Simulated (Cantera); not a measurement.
Cantera run, input and output.

```python
import numpy as np
import cantera as ct

surf = ct.Interface("ptcombust.yaml", "Pt_surf")
gas = surf.adjacent["gas"]
gas.TPX = 1000, 73000, {'H2': 0.0052, 'O2': 0.17, 'N2': 0.79, 'H2O': 0.0055}
surf.TP = 1000, 73000
reactor = ct.FlowReactor(gas, clone=False)
reactor.area = 0.0001  # m2
reactor.surface_area_to_volume_ratio = 1400  # 1/m
reactor.mass_flow_rate = 1.5 * reactor.area * gas.density  # inlet velocity 1.5 m/s
reactor.energy_enabled = False
wall = ct.ReactorSurface(surf, reactor, clone=False)
net = ct.ReactorNet([reactor])
net.rtol, net.atol = 1e-8, 1e-16
show, cover = ['H2', 'O2', 'H2O'], ['PT(S)', 'H(S)', 'O(S)', 'OH(S)', 'CO(S)', 'C(S)']

rows = []
print(f"{'z/m':>9s}{'u/(m/s)':>9s}" + "".join(f"{s:>13s}" for s in show + cover))
for z in [3.6e-05, 6.9e-05, 0.00013, 0.00026, 0.0005, 0.00096, 0.0018, 0.0036]:
    net.advance(z)
    rows.append([reactor.speed, *gas[show].X, *surf[cover].coverages])
    print(f"{z:9.4g}{rows[-1][0]:9.3g}" + "".join(f"{x:13.4e}" for x in rows[-1][1:]))
```

It prints:

```
      z/m  u/(m/s)           H2           O2          H2O        PT(S)         H(S)         O(S)        OH(S)        CO(S)         C(S)
  3.6e-05      1.5   4.1373e-03   1.7463e-01   6.8924e-03   1.9975e-01   2.3804e-07   7.9879e-01   1.4647e-03  -4.4221e-31  -3.0301e-33
  6.9e-05      1.5   3.2788e-03   1.7427e-01   7.7556e-03   1.9659e-01   2.3486e-07   8.0192e-01   1.4881e-03  -5.0510e-30  -3.2488e-32
  0.00013      1.5   2.1493e-03   1.7380e-01   8.8914e-03   1.9260e-01   2.3071e-07   8.0588e-01   1.5177e-03   1.5618e-28   1.0008e-30
  0.00026      1.5   8.9027e-04   1.7328e-01   1.0157e-02   1.8836e-01   2.2615e-07   8.1009e-01   1.5493e-03   4.7842e-27   2.9666e-29
   0.0005      1.5   1.7957e-04   1.7299e-01   1.0872e-02   1.8605e-01   2.2362e-07   8.1238e-01   1.5665e-03  -3.7961e-25  -2.4277e-27
  0.00096      1.5   8.5108e-06   1.7292e-01   1.1044e-02   1.8551e-01   2.2301e-07   8.1292e-01   1.5706e-03   1.5120e-29  -7.3337e-33
   0.0018      1.5   3.2714e-08   1.7292e-01   1.1052e-02   1.8548e-01   2.2298e-07   8.1295e-01   1.5708e-03   1.6737e-29   8.9452e-33
   0.0036      1.5   6.5627e-11   1.7292e-01   1.1053e-02   1.8548e-01   2.2298e-07   8.1295e-01   1.5708e-03   1.7116e-29   1.8599e-32
```

Computed with Cantera and Deutschmann's 1995 Pt surface mechanism with GRI-Mech 3.0 gas chemistry. Catalytic surfaces can have several steady states; this one follows from the mechanism file's or the stated starting coverage. Mass transfer to the wall is taken as infinitely fast.
